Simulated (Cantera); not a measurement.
Mixture: 5.79 % C3H8, 19.3 % O2, 72.3 % N2, 2.60 % CO2, at 2600000 Pa, adiabatic and at constant pressure. Ignition delay is the time to a rise of 400 K.

Cantera simulation using GRI-Mech 3.0 (53 species, 325 reactions); the numbers are that mechanism's predictions, not measurements. GRI-Mech 3.0 was tuned for natural gas; its chemistry of propane as a main component is partial and can be far from experiment. The pressure lies above the range GRI-Mech 3.0 was tuned for (to about 10 atm).

Question: Predict: delay at 1198 K; delay at 1348 K; delay at 1498 K; delay at 1648 K; delay at 1798 K; apparent activation energy between 1723 and 1873 K.

Answer: 
```
Item                                                    Result
--------------------------------------------------  ----------
delay at 1198 K                                       0.888 ms
delay at 1348 K                                        83.6 µs
delay at 1498 K                                        12.3 µs
delay at 1648 K                                        3.04 µs
delay at 1798 K                                        1.15 µs
apparent activation energy between 1723 and 1873 K  150 kJ/mol
```
